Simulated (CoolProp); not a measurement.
Computed with CoolProp (reference Helmholtz-energy equation of state, Schmidt 1985).

Task: For oxygen, give the phase and the isothermal compressibility (1/MPa), viscosity (µPa s), conductivity (mW/(m K)) at -97.55 °C and 0.946 MPa; -97.55 °C and 1.89 MPa; -97.55 °C and 2.84 MPa.

Result: 
- -97.55 °C and 0.946 MPa: gas; isothermal compressibility 1.11, viscosity 13.3, conductivity 16.8
- -97.55 °C and 1.89 MPa: gas; isothermal compressibility 0.584, viscosity 13.6, conductivity 17.7
- -97.55 °C and 2.84 MPa: gas; isothermal compressibility 0.414, viscosity 13.9, conductivity 18.8

Viscosity comes from a separate model (Lemmon 2004). Thermal conductivity comes from a separate model (Lemmon 2004).
